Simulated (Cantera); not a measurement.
A closed system holds: 1 mol PbO, 1400 mol H₂, 41 mol N₂, held at 1602 °C and 100 Torr.

Method: chemical equilibrium by Gibbs-energy minimisation in Cantera with the NASA 1993 tables (ideal gas, pure condensed phases). Candidate condensed phases: H₂O, Pb, PbO, PbO₂, Pb₃O₄; 27 gas species. The numbers say what is thermodynamically allowed, not how fast it happens.

Base state: H₂ 0.968, N₂ 0.0284, H 0.00177, Pb 0.000693, H₂O 0.000693 (mole fractions); condensed: gas only.

### Question
What changes in the equilibrium state with this change: PbO replaced by ZrO₂?

### Answer
```
species                  before    after
---------------------  --------  -------
H₂                        0.968    0.970
N₂                       0.0284   0.0284
H                       0.00177  0.00177
Pb                     0.000693        0
H₂O                    0.000693  3.94e-5
ZrN(s), mol                   0   0.0284
ZrO₂(tetragonal), mol         0    0.972
```
Mutual solubility and eutectic melting of coexisting phases are not modelled. ZrN: taken at fixed stoichiometry. Condensed phases not in the tables: solid solutions among these carbides, nitrides and lower oxides. Further candidate phases: Zr, ZrN, ZrO₂.

### Question
What changes in the equilibrium state with this change: temperature from 1602 °C to 1727 °C?

### Answer
| species | before | after |
|---|---|---|
| H₂ | 0.968 | 0.966 |
| N₂ | 0.0284 | 0.0284 |
| H | 0.00177 | 0.00438 |
| Pb | 0.000693 | 0.000692 |
| H₂O | 0.000693 | 0.000692 |

### Question
What changes in the equilibrium state with this change: pressure from 100 Torr to 0.233 Torr?

### Answer
| species | before | after |
|---|---|---|
| H₂ | 0.968 | 0.935 |
| H | 0.00177 | 0.0360 |
| N₂ | 0.0284 | 0.0279 |
| Pb | 0.000693 | 0.000681 |
| H₂O | 0.000693 | 0.000679 |
